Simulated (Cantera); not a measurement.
A Cantera script and what it prints.

```python
import numpy as np
import cantera as ct

gas_names = """
    C CO CO2 C2 C2O C3 C3O2 C4 C5 O O2 O3 Pb PbO Pb2
""".split()
cond_names = """
    C(gr) Pb(cr) Pb(L) PbO(rd) PbO(yw) PbO(L) PbO2(s) Pb3O4(s)
""".split()


def load(file, names, dense=False):
    # The tables refer to 1 bar. Condensed volumes are neglected.
    table = {s.name: s for s in ct.Species.list_from_file(file)}
    out = []
    for n in names:
        d = dict(table[n].input_data)
        d["thermo"] = dict(d["thermo"], **{"reference-pressure": 1e5})
        if dense:
            d["equation-of-state"] = {"model": "constant-volume", "density": "1e6 g/cm^3"}
        out.append(ct.Species.from_dict(d))
    return out


gas = ct.Solution(thermo="ideal-gas", species=load("nasa_gas.yaml", gas_names))
cond = {s.name: ct.Solution(thermo="fixed-stoichiometry", species=[s], name=s.name)
        for s in load("nasa_condensed.yaml", cond_names, dense=True)}
atoms = {
    'Pb': {'Pb': 1},
    'O2': {'O': 2},
    'CO': {'C': 1, 'O': 1},
}
top_T = {'C(gr)': 4500, 'Pb3O4(s)': 820}  # K; cautious upper limits of use, not melting points


def equilibrate(T, P, feed):
    n = {}
    for name, mol in feed.items():
        for a, k in atoms[name].items():
            n[a] = n.get(a, 0.0) + k * mol
    gas.TPX = T, P, n
    mass = sum(n.values()) * gas.mean_molecular_weight
    gas.equilibrate("TP")
    valid = [c for c in cond.values() if c.min_temp <= T <= top_T.get(c.name, c.max_temp)]
    mix = ct.Mixture([(gas, mass / gas.mean_molecular_weight)] + [(c, 0.0) for c in valid])
    mix.T, mix.P = T, P
    mix.equilibrate("TP", solver="vcs", rtol=1e-11, max_steps=5000)
    return mix


results = []
feed = {'Pb': 1, 'O2': 0.23, 'CO': 20}  # mol
P = 28000  # Pa
for T in [700, 800, 900, 1000, 1100, 1200, 1300, 1400, 1500, 1600, 1700, 1800, 1900, 2000]:
    mix = equilibrate(T, P, feed)
    results.append((T, P, feed, dict(zip(mix.species_names, mix.species_moles))))
    x = sorted(zip(gas.X, gas.species_names), reverse=True)
    print(f"T = {T:g} K  P = {P:g} Pa  gas = {mix.phase_moles(0):.4g} mol")
    print("   x: " + "  ".join(f"{s} {v:.3e}" for v, s in x if v > 1e-05))
    print("   condensed (mol): " + ("  ".join(f"{mix.phase(i).name} {mix.phase_moles(i):.4g}"
          for i in range(1, mix.n_phases) if mix.phase_moles(i) > 1e-12) or "none"))
```

Output:

```
T = 700 K  P = 28000 Pa  gas = 10.38 mol
   x: CO2 9.707e-01  CO 2.932e-02
   condensed (mol): C(gr) 9.618  Pb(L) 1
T = 800 K  P = 28000 Pa  gas = 11.2 mol
   x: CO2 8.270e-01  CO 1.730e-01
   condensed (mol): C(gr) 8.802  Pb(L) 1
T = 900 K  P = 28000 Pa  gas = 14.03 mol
   x: CO 5.415e-01  CO2 4.585e-01
   condensed (mol): C(gr) 5.972  Pb(L) 0.9999
T = 1000 K  P = 28000 Pa  gas = 18.23 mol
   x: CO 8.776e-01  CO2 1.223e-01  Pb 5.784e-05
   condensed (mol): C(gr) 1.77  Pb(L) 0.9989
T = 1100 K  P = 28000 Pa  gas = 20 mol
   x: CO 9.760e-01  CO2 2.354e-02  Pb 4.327e-04
   condensed (mol): C(gr) 0.0108  Pb(L) 0.9913
T = 1200 K  P = 28000 Pa  gas = 20.05 mol
   x: CO 9.748e-01  CO2 2.295e-02  Pb 2.297e-03
   condensed (mol): Pb(L) 0.954
T = 1300 K  P = 28000 Pa  gas = 20.19 mol
   x: CO 9.678e-01  CO2 2.278e-02  Pb 9.372e-03
   condensed (mol): Pb(L) 0.8107
T = 1400 K  P = 28000 Pa  gas = 20.64 mol
   x: CO 9.466e-01  Pb 3.112e-02  CO2 2.228e-02
   condensed (mol): Pb(L) 0.3573
T = 1500 K  P = 28000 Pa  gas = 21 mol
   x: CO 9.305e-01  Pb 4.760e-02  CO2 2.190e-02  Pb2 1.083e-05
   condensed (mol): none
T = 1600 K  P = 28000 Pa  gas = 21 mol
   x: CO 9.305e-01  Pb 4.760e-02  CO2 2.190e-02
   condensed (mol): none
T = 1700 K  P = 28000 Pa  gas = 21 mol
   x: CO 9.305e-01  Pb 4.760e-02  CO2 2.190e-02
   condensed (mol): none
T = 1800 K  P = 28000 Pa  gas = 21 mol
   x: CO 9.305e-01  Pb 4.760e-02  CO2 2.190e-02
   condensed (mol): none
T = 1900 K  P = 28000 Pa  gas = 21 mol
   x: CO 9.305e-01  Pb 4.760e-02  CO2 2.189e-02  PbO 1.451e-05
   condensed (mol): none
T = 2000 K  P = 28000 Pa  gas = 21 mol
   x: CO 9.305e-01  Pb 4.759e-02  CO2 2.188e-02  PbO 2.331e-05
   condensed (mol): none
```

Cantera equilibrium calculation (NASA polynomials, part measured and part estimated; ideal gas, pure solids and liquids).
